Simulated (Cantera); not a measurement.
Charge: 1 mol n-butane, 1 mol H2, 2.2 mol NH3, at 1.20 bar.

These are equilibrium values from Cantera (NASA tables, ideal gas, pure condensed phases), not measurements of a reactor. Candidate condensed phases: C, C6H6, C7H8, C8H18; 92 gas species. The numbers say what is thermodynamically allowed, not how fast it happens.

x: gas mole fraction; n: condensed amount in mol.

```
T (°C)   x H2   x N2    x HCN       x H  n C(graphite)
------  -----  -----  -------  --------  -------------
1500    0.892  0.105  0.00164  0.000245           3.97
1575    0.892  0.105  0.00235  0.000457           3.96
1650    0.891  0.104  0.00327  0.000812           3.95
1725    0.889  0.103        …         …           3.93
1800    0.887  0.103        …         …           3.91
1875    0.885  0.102  0.00760   0.00358           3.88
1950    0.881  0.100  0.00964   0.00549           3.83
```

### Question
What belongs in the gaps?

### Answer

- 1800, x HCN: 0.00587
- 1800, x H: 0.00226
- 1725, x HCN: 0.00444
- 1725, x H: 0.00138
